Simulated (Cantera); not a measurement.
An adiabatic, constant-pressure homogeneous reactor starts with CO : H2 : CH4 : O2 : N2 = 1 : 0.04 : 0.43 : 1.25 : 4.72 (molar parts), at 1200 K and 10.0 bar. Integrator tolerance rtol = 1e-08.

Model: GRI-Mech 3.0 (53 species, 325 reactions), integrated in Cantera.

Task: What does this change do: initial temperature 1200 to 1048 K?

Result: 
| quantity | before | after |
|---|---|---|
| time of steepest temperature rise | 3.20 ms | 25.0 ms |
| temperature at 0.400 s | 2801 K | 2735 K |
| equilibrium temperature | 2801 K | 2735 K |
| x(CO) at 0.400 s | 0.0632 (gas-phase equilibrium 0.0632) | 0.0567 (gas-phase equilibrium 0.0567) |
| x(H2) at 0.400 s | 0.00748 (gas-phase equilibrium 0.00748) | 0.00667 (gas-phase equilibrium 0.00667) |
| x(CH4) at 0.400 s | <1e-12 (gas-phase equilibrium <1e-12) | <1e-12 (gas-phase equilibrium <1e-12) |
| x(CH2CO) at 0.400 s | <1e-12 (gas-phase equilibrium <1e-12) | <1e-12 (gas-phase equilibrium <1e-12) |
| x(CH2O) at 0.400 s | 1.90e-9 (gas-phase equilibrium 1.90e-9) | 1.52e-9 (gas-phase equilibrium 1.52e-9) |

Task: What does this change do: 0.0077 parts C2H6 added?

Result: 
```json
[
 {"quantity": "time of steepest temperature rise", "before": "3.20 ms", "after": "2.45 ms"},
 {"quantity": "temperature at 0.400 s", "before": "2801 K", "after": "2804 K"},
 {"quantity": "equilibrium temperature", "before": "2801 K", "after": "2804 K"},
 {"quantity": "x(CO) at 0.400 s", "before": "0.0632 (gas-phase equilibrium 0.0632)", "after": "0.0667 (gas-phase equilibrium 0.0667)"},
 {"quantity": "x(H2) at 0.400 s", "before": "0.00748 (gas-phase equilibrium 0.00748)", "after": "0.00817 (gas-phase equilibrium 0.00817)"},
 {"quantity": "x(CH4) at 0.400 s", "before": "<1e-12 (gas-phase equilibrium <1e-12)", "after": "<1e-12 (gas-phase equilibrium <1e-12)"},
 {"quantity": "x(CH2CO) at 0.400 s", "before": "<1e-12 (gas-phase equilibrium <1e-12)", "after": "<1e-12 (gas-phase equilibrium <1e-12)"},
 {"quantity": "x(CH2O) at 0.400 s", "before": "1.90e-9 (gas-phase equilibrium 1.90e-9)", "after": "2.19e-9 (gas-phase equilibrium 2.19e-9)"}
]
```

Task: What does this change do: pressure from 10.0 bar to 15.0 bar?

Result: 
```
quantity                                                            before                                    after
---------------------------------  ---------------------------------------  ---------------------------------------
time of steepest temperature rise                                  3.20 ms                                  2.35 ms
temperature at 0.400 s                                              2801 K                                   2825 K
equilibrium temperature                                             2801 K                                   2825 K
x(CO) at 0.400 s                     0.0632 (gas-phase equilibrium 0.0632)    0.0610 (gas-phase equilibrium 0.0610)
x(H2) at 0.400 s                   0.00748 (gas-phase equilibrium 0.00748)  0.00710 (gas-phase equilibrium 0.00710)
x(CH4) at 0.400 s                    <1e-12 (gas-phase equilibrium <1e-12)    <1e-12 (gas-phase equilibrium <1e-12)
x(CH2CO) at 0.400 s                  <1e-12 (gas-phase equilibrium <1e-12)    <1e-12 (gas-phase equilibrium <1e-12)
x(CH2O) at 0.400 s                 1.90e-9 (gas-phase equilibrium 1.90e-9)  2.62e-9 (gas-phase equilibrium 2.62e-9)
```
The pressure lies above the range GRI-Mech 3.0 was tuned for (to about 10 atm).
